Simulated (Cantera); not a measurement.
Input (Python, Cantera):

```python
import numpy as np
import cantera as ct

gas = ct.Solution("gri30.yaml", transport_model="multicomponent")
show = ['H', 'CO2', 'H2O']

rows = []
print(f"{'T/K':>7s}{'rho':>11s}{'cp':>10s}{'mu':>11s}{'lambda':>11s}{'Pr':>7s}" + "".join(f"{'D_' + s:>11s}" for s in show))
for T in [400, 550, 700, 850, 1000, 1150, 1300]:
    gas.TPX = T, 500000, {'N2O': 0.25}
    Pr = gas.cp_mass * gas.viscosity / gas.thermal_conductivity
    D = [gas.mix_diff_coeffs_mole[gas.species_index(s)] for s in show]
    rows.append([gas.density, gas.cp_mass, gas.viscosity, gas.thermal_conductivity, Pr, *D])
    print(f"{T:7g}{gas.density:11.4e}{gas.cp_mass:10.1f}{gas.viscosity:11.4e}"
          f"{gas.thermal_conductivity:11.4e}{Pr:7.3f}" + "".join(f"{d:11.4e}" for d in D))
print("SI units: kg/m3, J/kg/K, Pa s, W/m/K, m2/s")
```

Result:

```
    T/K        rho        cp         mu     lambda     Pr        D_H      D_CO2      D_H2O
    400 6.6169e+00     970.3 1.9459e-05 2.5299e-02  0.746 3.3647e-05 3.8929e-06 5.9186e-06
    550 4.8123e+00    1073.4 2.5486e-05 3.6724e-02  0.745 5.9611e-05 7.0101e-06 1.0981e-05
    700 3.7811e+00    1150.2 3.0799e-05 4.7670e-02  0.743 9.0936e-05 1.0802e-05 1.7280e-05
    850 3.1139e+00    1209.9 3.5602e-05 5.8097e-02  0.741 1.2710e-04 1.5198e-05 2.4674e-05
   1000 2.6468e+00    1254.7 4.0022e-05 6.7878e-02  0.740 1.6772e-04 2.0147e-05 3.3061e-05
   1150 2.3015e+00    1285.1 4.4145e-05 7.6847e-02  0.738 2.1253e-04 2.5611e-05 4.2362e-05
   1300 2.0360e+00    1311.4 4.8030e-05 8.5477e-02  0.737 2.6131e-04 3.1563e-05 5.2520e-05
SI units: kg/m3, J/kg/K, Pa s, W/m/K, m2/s
```

Detailed kinetics in Cantera: GRI-Mech 3.0 (53 species, 325 reactions). The composition is frozen, though it would react at the higher temperatures.
